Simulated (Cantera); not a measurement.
Adiabatic ignition

An adiabatic, constant-volume homogeneous reactor starts with 19.9 % CH4, 0.398 % H2, 16.7 % O2, 62.9 % N2, equivalence ratio 2.4, at 1075 K and 5.00 bar.

Cantera simulation using GRI-Mech 3.0 (53 species, 325 reactions); the numbers are that mechanism's predictions, not measurements.

```tsv
t (s)	T (K)	P (bar)	x CH4	x H2	x O2	x HCO	x N2O	x O	x NO
2.00e-6	1075	5.00	0.199	0.00398	0.167	<1e-12	<1e-12	<1e-12	<1e-12
4.85e-6	1075	5.00	0.199	0.00398	0.167	<1e-12	<1e-12	<1e-12	<1e-12
1.18e-5	1075	5.00	0.199	0.00398	0.167	<1e-12	<1e-12	<1e-12	<1e-12
2.85e-5	1075	5.00	0.199	0.00398	0.167	<1e-12	<1e-12	1.85e-12	<1e-12
6.91e-5	1075	5.00	0.199	0.00398	0.167	<1e-12	<1e-12	4.29e-12	<1e-12
0.000168	1075	5.00	0.199	0.00398	0.167	<1e-12	<1e-12	1.12e-11	<1e-12
0.000406	1075	5.00	0.199	0.00398	0.167	<1e-12	<1e-12	3.52e-11	<1e-12
0.000985	1075	5.00	0.199	0.00398	0.167	<1e-12	1.29e-12	1.43e-10	<1e-12
0.00239	1075	5.00	0.199	0.00398	0.167	2.62e-12	7.51e-12	3.49e-10	<1e-12
0.00579	1076	5.00	0.199	0.00397	0.167	1.29e-11	2.81e-11	4.28e-10	<1e-12
0.0140	1078	5.01	0.199	0.00395	0.167	5.75e-11	9.90e-11	6.24e-10	<1e-12
0.0340	1094	5.09	0.196	0.00412	0.165	7.02e-10	5.47e-10	2.17e-9	<1e-12
0.0825	2253	12.9	2.99e-8	0.228	3.65e-8	4.16e-7	1.07e-9	2.01e-7	8.93e-6
0.200	2253	12.9	2.97e-8	0.228	3.65e-8	4.16e-7	7.78e-10	2.02e-7	4.94e-6
```
x: mole fraction; the columns are a selection and need not sum to one.

* **time of steepest temperature rise**: 47.8 ms
* **temperature at 0.200 s**: 2253 K
* **equilibrium temperature**: 2253 K
* **x(CH4) at 0.200 s**: 2.97e-8 (gas-phase equilibrium 3.34e-8)
* **x(H2) at 0.200 s**: 0.228 (gas-phase equilibrium 0.228)
* **x(O2) at 0.200 s**: 3.65e-8 (gas-phase equilibrium 3.65e-8)
